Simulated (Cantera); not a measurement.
Feed: 1 mol FeCl2, 0.68 mol H2, equilibrated at 1250 °C.

Equilibrium computed with Cantera from the NASA thermochemical tables; the gas is ideal and each condensed phase is pure. Candidate condensed phases: Fe, FeCl2, FeCl3; 11 gas species. The numbers say what is thermodynamically allowed, not how fast it happens.

### Question
Which condensed phases are stable at each of these points (P (Pa)): 0.100, 0.460, 2.20, 10, 46, 220, 1000, 4600, 22000, 100000?

### Answer
```tsv
P (Pa)	condensed phases	Fe condensed (%)
0.100	gas only	0.0
0.460	Fe(γ)	20.4
2.20	Fe(γ)	27.8
10	Fe(γ)	29.1
46	Fe(γ)	29.4
220	Fe(γ)	29.5
1000	Fe(γ)	29.5
4600	Fe(γ)	29.5
22000	Fe(γ)	29.4
100000	Fe(γ)	29.2
```

At 0.100 Pa nothing is condensed. From 0.460 Pa to 1.00 bar the condensed part is Fe(γ).
